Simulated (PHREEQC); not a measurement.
Solution (90 °C): 0.02 mol/kgw Fe(NO3)3. Closed to the air; pH follows from the charge balance.

Equilibrium calculation in PHREEQC: ion-association model, wateq4f.dat.

No solid was allowed to form.

Question: Predict the pH.

Answer: pH 1.83.

Question: In which forms is Fe present?

Answer: FeOH+2 52 %, Fe2(OH)2+4 32 %, Fe+3 12 %, Fe(OH)2+ 3.8 %, Fe3(OH)4+5 0.5 % of the Fe.

The solution is supersaturated, for example in Hematite (slow to form), Goethite (slow to form), so a real one may precipitate; this is no full list. At this temperature some constants are extrapolated from 25 °C, and those without enthalpy data are left unchanged.
